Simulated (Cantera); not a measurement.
Mixture: 22.6 % CO, 0.880 % H2, 1.40 % CH4, 15.8 % O2, 59.4 % N2, equivalence ratio 0.92, at 2.20 bar, adiabatic and at constant pressure. Ignition delay is the time to a rise of 400 K.

Detailed kinetics in Cantera: GRI-Mech 3.0 (53 species, 325 reactions). Where the delays flatten at high temperature, the 400 K rule measures the pace of heat release, not the induction time.

Predict: delay at 1173 K; delay at 1273 K; delay at 1373 K; delay at 1473 K; delay at 1573 K; delay at 1673 K; delay at 1773 K.


```json
{
  "delay at 1173 K": "0.298 ms",
  "delay at 1273 K": "0.128 ms",
  "delay at 1373 K": "73.0 µs",
  "delay at 1473 K": "49.5 µs",
  "delay at 1573 K": "37.2 µs",
  "delay at 1673 K": "30.0 µs",
  "delay at 1773 K": "25.7 µs"
}
```
